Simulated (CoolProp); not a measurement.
Vapour-liquid equilibrium of cyclohexane (1) + n-dodecane (2) at 385.6 K; x and y are mole fractions of (1).

The numbers come from the multi-fluid Helmholtz-energy mixture model, Zhou 2014 and Lemmon 2004; pair parameters Bell 2016 in CoolProp.

```
x      bubble pressure (bar)  y at the bubble point  dew pressure at overall composition x (bar)  liquid density (mol/L)
-----  ---------------------  ---------------------  -------------------------------------------  ----------------------
0.05                  0.1277                  0.732                                      0.03753                   4.106
0.125                 0.2720                  0.883                                      0.04069                   4.284
0.2                   0.4243                  0.930                                      0.04444                   4.476
0.275                 0.5847                  0.954                                      0.04894                   4.685
0.35                  0.7531                  0.968                                      0.05446                   4.911
0.425                 0.9287                  0.977                                      0.06138                   5.158
0.5                    1.111                  0.983                                      0.07030                   5.427
0.575                  1.298                  0.988                                      0.08226                   5.724
0.65                   1.490                  0.991                                      0.09912                   6.050
0.725                  1.684                  0.994                                       0.1247                   6.412
0.8                    1.881                  0.996                                       0.1679                   6.816
0.875                  2.078                  0.998                                       0.2572                   7.268
0.95                   2.274                  0.999                                       0.5504                   7.777
```

No azeotrope shows between x = 0.05 and 0.95.

Pair parameters are fitted to limited data, so mixtures are less certain than the pure fluids.
